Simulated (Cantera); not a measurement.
Input: 1 mol BCl3, 0.13 mol NH3, 2.1 mol N2, held at 975 °C and 0.0133 bar.

Equilibrium computed with Cantera from the NASA thermochemical tables; the gas is ideal and each condensed phase is pure. Candidate condensed phases: B, BN, NH4Cl; 21 gas species. Rates play no part.

Problem. What is the equilibrium state?

Solution. 
* **x(N2)**: 0.625
* **x(BCl3)**: 0.259
* **x(HCl)**: 0.116
* **x(Cl)**: 6.52e-5
* **x(H2)**: 3.79e-5
* **x(BCl2)**: 4.93e-6
* **n(BN(s))**: 0.130 mol
* **gas amount**: 3.360 mol
* **log10 activity of B(s) (absent)**: -4.85
